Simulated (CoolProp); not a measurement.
Isobutane at several states: fugacity coefficient from the reference equation and from simpler models built on Tc = 407.8 K, pc = 36.29 bar, ω = 0.184; each cubic takes its own stable root.

Model: reference Helmholtz-energy equation of state, Bücker 2006, in CoolProp.

```csv
T (K),p (bar),phase,reference
331.1,28.3,liquid,0.2701
269.9,5.09,liquid,0.2652
125,0.614,liquid,5.247e-6
559.5,0.855,gas,0.9973
367,0.685,gas,0.9910
```

How far does each simpler model (Redlich-Kwong, Soave-Redlich-Kwong, Peng-Robinson) lie from the reference over these 5 states: mean and median of the absolute difference, and the worst?


- Redlich-Kwong: mean 11.6 %, median 2.5 %, worst +37.6 % at 269.9 K and 5.09 bar
- Soave-Redlich-Kwong: mean 2.0 %, median 0.3 %, worst +7.4 % at 125 K and 0.614 bar
- Peng-Robinson: mean 11.5 %, median 0.3 %, worst +56.1 % at 125 K and 0.614 bar
